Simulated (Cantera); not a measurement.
Cantera with NASA thermochemical tables; ideal gases at 1 bar, condensed phases pure. Values are per mole of reaction as written; species without (g) are pure solids or liquids, kept so even where they would boil at 1 bar.

HBO2(g) + NH3(g) → BN + H2(g) + 2 OH(g)

| T (K) | ΔH° (kJ) | ΔS° (J/K) | ΔG° (kJ) | log10 K |
|---|---|---|---|---|
| 300 | 434.4 | 80.6 | 410.2 | -71.43 |
| 1448 | 454.0 | 112.4 | 291.2 | -10.51 |
| 1598 | 455.2 | 113.2 | 274.3 | -8.97 |
| 1748 | 456.1 | 113.7 | 257.3 | -7.69 |
| 1898 | 456.9 | 114.2 | 240.2 | -6.61 |
| 2048 | 457.6 | 114.5 | 223.0 | -5.69 |
| 2198 | 458.1 | 114.8 | 205.8 | -4.89 |
| 2348 | … | … | … | … |
| 2498 | … | … | … | … |
| 2648 | 459.2 | 115.3 | 154.1 | -3.04 |
| 2798 | 459.5 | 115.3 | 136.8 | -2.55 |
| 2948 | … | … | … | … |

Task: What belongs in the gaps?

Result: 
- 2348, ΔH° (kJ): 458.6
- 2348, ΔS° (J/K): 115.0
- 2348, ΔG° (kJ): 188.6
- 2348, log10 K: -4.20
- 2498, ΔH° (kJ): 458.9
- 2498, ΔS° (J/K): 115.1
- 2498, ΔG° (kJ): 171.3
- 2498, log10 K: -3.58
- 2948, ΔH° (kJ): 459.7
- 2948, ΔS° (J/K): 115.4
- 2948, ΔG° (kJ): 119.5
- 2948, log10 K: -2.12
